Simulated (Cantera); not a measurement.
**Thermodynamics of silicon nitride deposition, feed SiF4 + NH3**

A closed system holds: 1 mol SiF4, 0.13 mol NH3, held at 82.0 mbar.

Cantera equilibrium calculation (NASA polynomials, part measured and part estimated; ideal gas, pure solids and liquids). Candidate condensed phases: Si, Si3N4; 37 gas species. The tables' values for SiF3, SiF2 are old estimates; treat these amounts as uncertain. Kinetics and transport are ignored.

```
T (°C)  log p SiF4  log p H2  log p N2  log p HF  log p SiF3  log p SiHF3  log p SiF2
------  ----------  --------  --------  --------  ----------  -----------  ----------
600          -1.19     -1.90     -2.37     -4.89       -7.04        -4.90      -12.33
650          -1.19     -1.90     -2.37     -4.67       -6.44        -4.68      -11.23
700          -1.19     -1.90     -2.37     -4.47       -5.91        -4.48      -10.26
750          -1.19     -1.90     -2.37     -4.28       -5.43        -4.31       -9.39
800          -1.19     -1.90     -2.37     -4.10       -5.00        -4.16       -8.61
850          -1.19     -1.90     -2.37     -3.94       -4.62        -4.04       -7.92
900          -1.19     -1.90     -2.37     -3.77       -4.29        -3.93       -7.32
950          -1.19     -1.90     -2.37     -3.61       -3.99        -3.85       -6.78
1000         -1.19     -1.91     -2.37     -3.46       -3.73        -3.79       -6.32
1050         -1.19     -1.91     -2.37     -3.30       -3.50        -3.74       -5.90
1100         -1.19     -1.91     -2.38     -3.15       -3.30        -3.70       -5.54
1150         -1.20     -1.92     -2.38     -3.00       -3.11        -3.68       -5.21
1200         -1.20     -1.93     -2.38     -2.86       -2.95        -3.66       -4.92
1250         -1.20     -1.94     -2.38     -2.73       -2.80        -3.65       -4.66
```
log p: log10 of the partial pressure in bar; nothing condenses.

From 600 °C to 1250 °C nothing is condensed. The main Si-bearing gas is SiF4 throughout.
